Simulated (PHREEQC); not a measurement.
Solution (25 °C): 0.0198 mol/kgw ZnCl2, 0.0023 mol/kgw H3BO3 and 0.21 mol/kgw NiCl2. Closed to the air; pH follows from the charge balance.

The numbers come from PHREEQC with the ion-association model, wateq4f.dat.

Precipitation was switched off in this run.

### Question
Order these Zn species by the share of Zn that they hold, largest first: ZnCl3-, ZnCl+, Zn+2, ZnCl2, ZnCl4-2.

### Answer
Zn+2 (77 %), ZnCl+ (19 %), ZnCl2 (2.7 %), ZnCl3- (1.3 %), ZnCl4-2 (0.47 %)

### Question
Order these Ni species by the share of Ni that they hold, largest first: NiCl2, Ni+2, NiCl+.

### Answer
Ni+2 (73 %), NiCl+ (17 %), NiCl2 (9.8 %)

The pH is 5.25 and the ionic strength 0.544 mol/kgw.
